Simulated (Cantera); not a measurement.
## Transport properties of process gases

Gas mixture: CH4 : C2H6 = 0.14 : 0.75 (molar parts), at 0.0128 atm, frozen composition.

Cantera's kinetic-theory transport with the Lennard-Jones parameters of GRI-Mech 3.0, ideal gas; thermal conductivity in the multicomponent form. The composition is frozen, though it would react at the higher temperatures.

```json
[
 {"T (K)": "400", "ρ (kg/m³)": "0.0109", "cp (J/kg/K)": "2199", "μ (µPa s)": "12.6", "λ (mW/m/K)": "37.3", "Pr": "0.742", "D (cm²/s) H2O": "21.8", "D (cm²/s) OH": "30.8", "D (cm²/s) NH3": "21.1"},
 {"T (K)": "550", "ρ (kg/m³)": "0.00792", "cp (J/kg/K)": "2812", "μ (µPa s)": "16.5", "λ (mW/m/K)": "62.3", "Pr": "0.746", "D (cm²/s) H2O": "40.5", "D (cm²/s) OH": "53.7", "D (cm²/s) NH3": "39.0"},
 {"T (K)": "700", "ρ (kg/m³)": "0.00622", "cp (J/kg/K)": "3339", "μ (µPa s)": "20.0", "λ (mW/m/K)": "89.4", "Pr": "0.747", "D (cm²/s) H2O": "63.7", "D (cm²/s) OH": "81.3", "D (cm²/s) NH3": "61.2"},
 {"T (K)": "850", "ρ (kg/m³)": "0.00513", "cp (J/kg/K)": "3755", "μ (µPa s)": "23.1", "λ (mW/m/K)": "116", "Pr": "0.746", "D (cm²/s) H2O": "91.1", "D (cm²/s) OH": "113", "D (cm²/s) NH3": "87.1"},
 {"T (K)": "1000", "ρ (kg/m³)": "0.00436", "cp (J/kg/K)": "4126", "μ (µPa s)": "26.0", "λ (mW/m/K)": "144", "Pr": "0.745", "D (cm²/s) H2O": "122", "D (cm²/s) OH": "149", "D (cm²/s) NH3": "116"},
 {"T (K)": "1150", "ρ (kg/m³)": "0.00379", "cp (J/kg/K)": "4419", "μ (µPa s)": "28.7", "λ (mW/m/K)": "171", "Pr": "0.744", "D (cm²/s) H2O": "157", "D (cm²/s) OH": "188", "D (cm²/s) NH3": "149"},
 {"T (K)": "1300", "ρ (kg/m³)": "0.00335", "cp (J/kg/K)": "4663", "μ (µPa s)": "31.3", "λ (mW/m/K)": "196", "Pr": "0.743", "D (cm²/s) H2O": "194", "D (cm²/s) OH": "231", "D (cm²/s) NH3": "184"},
 {"T (K)": "1450", "ρ (kg/m³)": "0.00300", "cp (J/kg/K)": "4865", "μ (µPa s)": "33.7", "λ (mW/m/K)": "221", "Pr": "0.742", "D (cm²/s) H2O": "235", "D (cm²/s) OH": "277", "D (cm²/s) NH3": "223"},
 {"T (K)": "1600", "ρ (kg/m³)": "0.00272", "cp (J/kg/K)": "5032", "μ (µPa s)": "36.0", "λ (mW/m/K)": "245", "Pr": "0.741", "D (cm²/s) H2O": "278", "D (cm²/s) OH": "326", "D (cm²/s) NH3": "264"}
]
```
D: mixture-averaged diffusion coefficient of that species in the mixture.
